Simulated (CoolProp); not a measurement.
Aqueous ethanol as a coolant, at 20 °C, 1 atm.

Computed with CoolProp (Melinder's fits for secondary coolants).

```csv
mass %,freezing point (°C),cp (kJ/(kg K)),conductivity (W/(m K)),density (kg/m³),viscosity (mPa s)
2.3,-0.9,(withheld),0.581,993.7,1.10
9.2,-4.0,4.295,(withheld),982.9,1.48
16,-8.1,4.337,(withheld),974.1,1.91
22.9,-13.6,4.308,0.450,964.9,2.33
29.7,-19.9,4.221,0.412,954.5,2.65
36.6,-26.4,4.096,0.377,(withheld),2.83
43.5,-32.5,3.959,0.345,928.0,2.89
50.3,-37.8,3.818,0.316,912.9,2.86
57.2,-42.8,3.644,0.289,897.3,2.75
```

### Question
Fill in the missing entries.

### Answer

- 2.3, cp (kJ/(kg K)): 4.202
- 9.2, conductivity (W/(m K)): 0.534
- 16, conductivity (W/(m K)): 0.490
- 36.6, density (kg/m³): 942.1
